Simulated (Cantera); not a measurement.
Mixture: H₂ : O₂ : N₂ = 1 : 0.385 : 1.45 (molar parts), equivalence ratio 1.3, at 233 Torr, adiabatic and at constant volume. Ignition delay is the time to a rise of 400 K.

Model: GRI-Mech 3.0 (53 species, 325 reactions), integrated in Cantera. Where the delays flatten at high temperature, the 400 K rule measures the pace of heat release, not the induction time.

Q: What does this change do: pressure from 233 Torr to 5330 Torr?

A: 
```
quantity           before     after
---------------  --------  --------
delay at 1050 K  0.359 ms   2.47 ms
delay at 1150 K  0.192 ms  0.153 ms
delay at 1250 K  0.121 ms   8.79 µs
delay at 1350 K   88.5 µs   3.81 µs
delay at 1450 K   73.2 µs   2.33 µs
delay at 1550 K   67.7 µs   1.62 µs
```
The hydrogen kinetics of GRI-Mech 3.0 are dated; newer H2 mechanisms differ, most at raised pressure.

Q: What does this change do: 0.27 parts NO added?

A: 
```csv
quantity,before,after
delay at 1050 K,0.359 ms,0.352 ms
delay at 1150 K,0.192 ms,0.192 ms
delay at 1250 K,0.121 ms,0.121 ms
delay at 1350 K,88.5 µs,86.1 µs
delay at 1450 K,73.2 µs,68.8 µs
delay at 1550 K,67.7 µs,61.0 µs
```
The mechanism lacks 2 NO + O2 → 2 NO2 and HONO, so NO2 and the effect of NO are under-described below about 1400 K.
